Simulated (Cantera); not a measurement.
Input (Python, Cantera) and output of one run.

```python
import numpy as np
import cantera as ct

gas_names = [...]  # 123 gases of nasa_gas.yaml made of C, H, O, Si
cond_names = """
    C(gr) C6H6(L) C7H8(L) C8H18(L),n-octa H2O(s) H2O(L) Si(cr) Si(L) SiC(b) SiO2(Lqz) SiO2(hqz) SiO2(L)
""".split()


# ... load() reads the species with a 1 bar reference pressure and builds the phases ...
atoms = {
    'SiC': {'Si': 1, 'C': 1},
    'H2O': {'H': 2, 'O': 1},
    'H2': {'H': 2},
}
top_T = {'C(gr)': 4500, 'SiC(b)': 3050}  # K; cautious upper limits of use, not melting points


# ... equilibrate(T, P, feed) seeds the gas with the atoms and calls Mixture.equilibrate('TP', solver="vcs", rtol=1e-11, max_steps=5000) ...
results = []
feed = {'SiC': 1, 'H2O': 0.097, 'H2': 12}  # mol
T = 1748  # K
P = 5.2  # Pa
mix = equilibrate(T, P, feed)
results.append((T, P, feed, dict(zip(mix.species_names, mix.species_moles))))
print(gas.report(threshold=0.0001))
for i in range(1, mix.n_phases):
    print(f"{mix.phase(i).name:16s} {mix.phase_moles(i):12.5e} mol")
```

It prints:

```
       temperature   1748 K
          pressure   5.2 Pa
           density   8.3297e-07 kg/m^3
  mean mol. weight   2.3281 kg/kmol
   phase of matter   gas

                          1 kg             1 kmol
                     ---------------   ---------------
          enthalpy        2.2262e+07        5.1829e+07  J
   internal energy         1.602e+07        3.7296e+07  J
           entropy        1.1486e+05         2.674e+05  J/K
    Gibbs function       -1.7851e+08       -4.1558e+08  J
 heat capacity c_p             14130             32896  J/K
 heat capacity c_v             10559             24582  J/K

                      mass frac. Y      mole frac. X     chem. pot. / RT
                     ---------------   ---------------   ---------------
                CO          0.072398         0.0060175           -49.835
                 H           0.01342          0.030995           -14.484
                H2           0.82868           0.95697           -28.968
                Si          0.050176         0.0041593           -7.0001
               SiO          0.033714         0.0017805           -52.284
     [ +118 minor]         0.0016147         8.094e-05

C(gr)             0.00000e+00 mol
Si(L)             0.00000e+00 mol
SiC(b)            9.24673e-01 mol
SiO2(L)           0.00000e+00 mol
```

These are equilibrium values from Cantera (NASA tables, ideal gas, pure condensed phases), not measurements of a reactor.
